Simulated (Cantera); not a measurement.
A perfectly stirred reactor is fed with 10.1 % CH4, 0.675 % C2H6, 18.7 % O2, 70.5 % N2, equivalence ratio 1.2, at 1000000 Pa; it is adiabatic with a 475 K inlet, and is followed from long to short residence time, starting on the burning branch (τ in s: 0.049, 0.022, 0.0098, 0.0044, 0.002, 0.00089, 0.0004, 0.00018, 8e-05, 3.6e-05, 1.6e-05, 7.2e-06, 3.2e-06).

Computed with Cantera and GRI-Mech 3.0 (53 species, 325 reactions).

Question: Predict: blow-out, bracketed by the residence times tried; x(CH4) at τ = 49.0 ms; x(C2H6) at τ = 49.0 ms; x(O2) at τ = 49.0 ms; x(HCO) at τ = 49.0 ms; x(CH2CO) at τ = 49.0 ms; x(CH4) at τ = 0.400 ms; x(C2H6) at τ = 0.400 ms; x(O2) at τ = 0.400 ms; x(HCO) at τ = 0.400 ms; x(CH2CO) at τ = 0.400 ms.

Answer: 
```json
{
  "blow_out_bracketed_by_the_residence_times_tried": "burning at 80.0 µs, out at 36.0 µs",
  "x(CH4) at τ = 49.0 ms": "2.02e-5",
  "x(C2H6) at τ = 49.0 ms": "1.58e-8",
  "x(O2) at τ = 49.0 ms": "6.01e-5",
  "x(HCO) at τ = 49.0 ms": "5.65e-8",
  "x(CH2CO) at τ = 49.0 ms": "4.67e-8",
  "x(CH4) at τ = 0.400 ms": "0.000316",
  "x(C2H6) at τ = 0.400 ms": "1.52e-6",
  "x(O2) at τ = 0.400 ms": "0.00178",
  "x(HCO) at τ = 0.400 ms": "1.04e-6",
  "x(CH2CO) at τ = 0.400 ms": "2.91e-6"
}
```
